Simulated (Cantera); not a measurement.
A perfectly stirred reactor is fed with CH4 : H2 : CO2 = 0.027 : 1 : 0.02 (molar parts), at 23000 Pa; it is held at 2000 K, and followed from long to short residence time.

Cantera simulation using GRI-Mech 3.0 (53 species, 325 reactions); the numbers are that mechanism's predictions, not measurements.

Question: What does this change do: temperature 2000 to 2350 K?

Answer: 
```tsv
quantity	before	after
x(CH4) at τ = 2.80 s	0.00107	9.45e-5
x(H2) at τ = 2.80 s	0.954	0.935
x(CO2) at τ = 2.80 s	3.83e-5	1.54e-6
x(CO) at τ = 2.80 s	0.0322	0.0359
x(O) at τ = 2.80 s	3.71e-9	1.48e-8
x(CH4) at τ = 32.0 ms	0.00751	0.000861
x(H2) at τ = 32.0 ms	0.944	0.935
x(CO2) at τ = 32.0 ms	0.000617	6.65e-5
x(CO) at τ = 32.0 ms	0.0195	0.0304
x(O) at τ = 32.0 ms	1.25e-8	3.75e-7
```
